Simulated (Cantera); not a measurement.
A closed system holds: 1 mol N2O, 0.85 mol H2O, held at 48800 Torr.

Method: chemical equilibrium by Gibbs-energy minimisation in Cantera with the NASA 1993 tables (ideal gas, pure condensed phases). Candidate condensed phases: H2O; 47 gas species. Ions and electrons are included (thermal ionisation). The ideal-gas law is rough above about 30 bar. The numbers say what is thermodynamically allowed, not how fast it happens.

x: gas mole fraction; nothing condenses.

```
T (K)   x N2   x H2O      x O      x H    x O2    x OH    x NO     x H2
-----  -----  ------  -------  -------  ------  ------  ------  -------
3000   0.403   0.335  0.00603  0.00129   0.185  0.0331  0.0320  0.00433
3500   0.382   0.286   0.0243  0.00953   0.158  0.0742  0.0485   0.0169
4000     ___     ___      ___      ___     ___     ___  0.0607      ___
4500     ___     ___      ___      ___     ___     ___  0.0651   0.0583
5000   0.264  0.0426    0.210    0.189  0.0583   0.116  0.0614   0.0561
```

**Question.** Fill in the missing entries.

**Answer.** 
- 4500, x N2: 0.305
- 4500, x H2O: 0.109
- 4500, x O: 0.132
- 4500, x H: 0.104
- 4500, x O2: 0.0911
- 4500, x OH: 0.135
- 4000, x N2: 0.348
- 4000, x H2O: 0.203
- 4000, x O: 0.0655
- 4000, x H: 0.0394
- 4000, x O2: 0.126
- 4000, x OH: 0.118
- 4000, x H2: 0.0398
